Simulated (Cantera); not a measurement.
An adiabatic, constant-pressure homogeneous reactor starts with CH4 : H2 : O2 : N2 = 1 : 0.066 : 2.67 : 10.1 (molar parts), equivalence ratio 0.76, at 1400 K and 1.48 atm.

Cantera simulation using GRI-Mech 3.0 (53 species, 325 reactions); the numbers are that mechanism's predictions, not measurements.

Q: Predict: time of steepest temperature rise; temperature at 4.00 s; equilibrium temperature; x(H2) at 4.00 s; x(O2) at 4.00 s; x(HO2) at 4.00 s.

A: 
```json
{
 "time_of_steepest_temperature_rise": "1.49 ms",
 "temperature at 4.00 s": "2613 K",
 "equilibrium_temperature": "2613 K",
 "x(H2) at 4.00 s": "0.00526 (gas-phase equilibrium 0.00526)",
 "x(O2) at 4.00 s": "0.0440 (gas-phase equilibrium 0.0440)",
 "x(HO2) at 4.00 s": "7.50e-6 (gas-phase equilibrium 7.50e-6)"
}
```
